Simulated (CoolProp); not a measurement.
The fluid at 293.15 K and 0.453 MPa expands adiabatically to 0.0333 MPa with isentropic efficiency 0.9. The same conditions are run with several fluids, on thermodynamics alone (safety and materials aside).

Computed with CoolProp (reference Helmholtz-energy equation of state of each fluid (propane: Lemmon 2009; R125: Lemmon 2005; fluoroethane (R161): Wu 2012; hydrogen chloride: Thol 2018)).

```tsv
fluid	work (kJ/kg)	final temperature (K)	final phase	final density (kg/m³)
propane	105	213.6	gas	?
R125	?	231.1	gas	2.11
fluoroethane (R161)	93.9	213.9	?	?
hydrogen chloride	110	170.6	two-phase, vapour fraction 0.964	0.900
```

Task: Some entries are withheld; supply them.

Result: 
- propane, final density (kg/m³): 0.840
- R125, work (kJ/kg): 40.4
- fluoroethane (R161), final phase: two-phase, vapour fraction 0.961
- fluoroethane (R161), final density (kg/m³): 0.950
